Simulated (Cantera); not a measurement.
A closed system holds: 1 mol SiH4, 0.74 mol NO, equilibrated at 1002 °C and 0.0975 Torr.

Cantera equilibrium calculation (NASA polynomials, part measured and part estimated; ideal gas, pure solids and liquids). Candidate condensed phases: H2O, Si, SiO2, Si2N2O, Si3N4; 35 gas species. Mutual solubility and eutectic melting of coexisting phases are not modelled. The tables hold silica as quartz up to 1696 K and as liquid above; real silica turns to tridymite and cristobalite and melts near 1996 K. Equilibrium is a limit: real reactors are often held back by kinetics, nucleation or transport.

What is the equilibrium state?


| Quantity | Result |
|---|---|
| x(H2) | 0.969 |
| x(SiO) | 0.0314 |
| x(H) | 6.36e-5 |
| n(Si(s)) | 0.0426 mol |
| n(SiO2(β-quartz)) | 0.153 mol |
| n(Si2N2O(s)) | 0.370 mol |
| gas amount | 2.065 mol |
